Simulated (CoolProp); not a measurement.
Properties of n-pentane along the isobar 0.478 MPa (Tc = 196.5 °C, pc = 3.368 MPa, ω = 0.251).

The numbers come from the reference Helmholtz-energy equation of state, Thol 2019 in CoolProp.

```tsv
T (°C)	phase	Joule-Thomson coefficient (K/MPa)	conductivity (mW/(m K))	Prandtl number	fugacity coefficient
123.85	gas	15.24	26.1	0.731	0.9149
142.45	gas	12.79	28.5	0.724	0.9271
161.05	gas	10.90	…	0.719	0.9371
179.65	gas	9.407	33.5	0.715	…
198.25	gas	8.206	…	0.711	…
216.75	gas	7.231	38.8	0.708	0.9582
235.35	gas	6.421	41.5	0.705	0.9632
253.95	gas	5.743	44.3	0.703	…
272.55	gas	5.171	47.2	0.701	0.9713
291.15	gas	4.682	50.1	0.699	0.9745
309.65	gas	…	53.0	0.697	0.9774
328.25	gas	3.900	…	0.695	0.9799
346.85	gas	3.583	59.0	…	0.9821
```

Question: What belongs in the gaps?

Answer: 
- 161.05, conductivity (mW/(m K)): 30.9
- 179.65, fugacity coefficient: 0.9454
- 198.25, conductivity (mW/(m K)): 36.1
- 198.25, fugacity coefficient: 0.9524
- 253.95, fugacity coefficient: 0.9675
- 309.65, Joule-Thomson coefficient (K/MPa): 4.265
- 328.25, conductivity (mW/(m K)): 56.0
- 346.85, Prandtl number: 0.694

Viscosity comes from a separate model (Quiñones-Cisneros 2006), older than the equation that it now runs on, and unchecked against measurements. Thermal conductivity comes from a separate model (Vassiliou 2015).
